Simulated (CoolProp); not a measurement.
Dimethyl carbonate along the isotherm 577.8 K: Z from the reference equation and from simpler models built on Tc = 557.0 K, pc = 4.909 MPa, ω = 0.346; each cubic takes its own stable root.

Values from CoolProp's reference Helmholtz-energy equation of state, Zhou 2011.

```tsv
p (MPa)	phase	reference
0.491	gas	0.9689
0.982	gas	0.9365
1.47	gas	0.9030
1.96	gas	0.8676
2.45	gas	0.8300
2.95	gas	0.7890
3.44	gas	0.7453
3.93	gas	0.6974
4.42	gas	0.6438
4.91	supercritical	0.5825
5.4	supercritical	0.5110
5.89	supercritical	0.4272
6.38	supercritical	0.3426
6.87	supercritical	0.3013
7.36	supercritical	0.2918
```

Task: How far does each simpler model (van der Waals, Redlich-Kwong, Soave-Redlich-Kwong) lie from the reference over these 15 states: mean and median of the absolute difference, and the worst?

Result: 
- van der Waals: mean 5.6 %, median 2.6 %, worst +25.9 % at 577.8 K and 7.36 MPa
- Redlich-Kwong: mean 2.2 %, median 0.1 %, worst +12.2 % at 577.8 K and 7.36 MPa
- Soave-Redlich-Kwong: mean 4.9 %, median 1.7 %, worst +19.9 % at 577.8 K and 7.36 MPa
